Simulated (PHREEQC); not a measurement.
Make-up at 25 °C: 0.013 mol Fe(NO3)3 per kg of water. Closed to the air; pH follows from the charge balance.

Model: ion-association model, phreeqc.dat, run in PHREEQC.

| Item | Result |
|---|---|
| pH | 2.21 |
| ionic strength | 0.0717 mol/kgw |
| total alkalinity | -26.0 meq/kg |

| species | molality | activity | log γ |
|---|---|---|---|
| NO3- | 0.0390 | 0.0304 | -0.108 |
| H+ | 0.00727 | 0.00610 | -0.076 |
| Fe+3 | 0.00600 | 0.00124 | -0.686 |
| FeOH+2 | 0.00313 | 0.00131 | -0.379 |
| Fe2(OH)2+4 | 0.00162 | 4.60e-5 | -1.548 |
| Fe3(OH)4+5 | 0.000179 | 6.82e-7 | -2.418 |
| Fe(OH)2+ | 8.78e-5 | 7.09e-5 | -0.093 |

No solid was allowed to form. Saturation is exceeded, for instance for Hematite (slow to form), Goethite (slow to form); the values hold only as long as no solid forms. Complexes and solids missing from the database can't appear.
